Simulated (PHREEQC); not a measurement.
Make-up at 25 °C: 0.0014 mol/kgw MgCl2, 0.00027 mol/kgw NaHCO3 and 5.4e-05 mol/kgw NaCl. Closed to the air; pH follows from the charge balance.

All values are PHREEQC results (ion-association model, phreeqc.dat), not measurements.

Each row changes one thing in this solution. This is a speciation only: nothing precipitates in the calculation.

```json
[
 {"case": "as made", "pH": "8.06", "ionic strength (mol/kgw)": "0.00451", "HCO3- (mol/kgw)": "0.000259", "CO2 (mol/kgw)": "4.74e-6", "SI of Halite (NaCl)": "-7.67"},
 {"case": "MgCl2 replaced by AlCl3 at the same molality", "pH": "?", "ionic strength (mol/kgw)": "0.00789", "HCO3- (mol/kgw)": "?", "CO2 (mol/kgw)": "0.000266", "SI of Halite (NaCl)": "?"},
 {"case": "NaCl from 5.4e-05 to 5.94e-05 mol/kgw", "pH": "8.06", "ionic strength (mol/kgw)": "0.00452", "HCO3- (mol/kgw)": "0.000259", "CO2 (mol/kgw)": "4.74e-6", "SI of Halite (NaCl)": "-7.66"},
 {"case": "diluted 5-fold with water", "pH": "7.95", "ionic strength (mol/kgw)": "?", "HCO3- (mol/kgw)": "5.23e-5", "CO2 (mol/kgw)": "1.28e-6", "SI of Halite (NaCl)": "?"},
 {"case": "3.2e-05 mol/kgw Ba(NO3)2 added", "pH": "8.06", "ionic strength (mol/kgw)": "0.00461", "HCO3- (mol/kgw)": "0.000259", "CO2 (mol/kgw)": "4.74e-6", "SI of Halite (NaCl)": "-7.67"},
 {"case": "0.0001 mol/kgw Na2SO4 added", "pH": "8.06", "ionic strength (mol/kgw)": "0.00475", "HCO3- (mol/kgw)": "0.000259", "CO2 (mol/kgw)": "4.72e-6", "SI of Halite (NaCl)": "-7.46"},
 {"case": "diluted 100-fold with water", "pH": "7.40", "ionic strength (mol/kgw)": "4.53e-5", "HCO3- (mol/kgw)": "2.48e-6", "CO2 (mol/kgw)": "2.20e-7", "SI of Halite (NaCl)": "-11.61"}
]
```

What belongs in the gaps?


- MgCl2 replaced by AlCl3 at the same molality, pH: 4.46
- MgCl2 replaced by AlCl3 at the same molality, HCO3- (mol/kgw): 3.79e-6
- MgCl2 replaced by AlCl3 at the same molality, SI of Halite (NaCl): -7.51
- diluted 5-fold with water, ionic strength (mol/kgw): 0.000904
- diluted 5-fold with water, SI of Halite (NaCl): -9.03

Some of these states are supersaturated (in Gibbsite (slow to form), for instance).
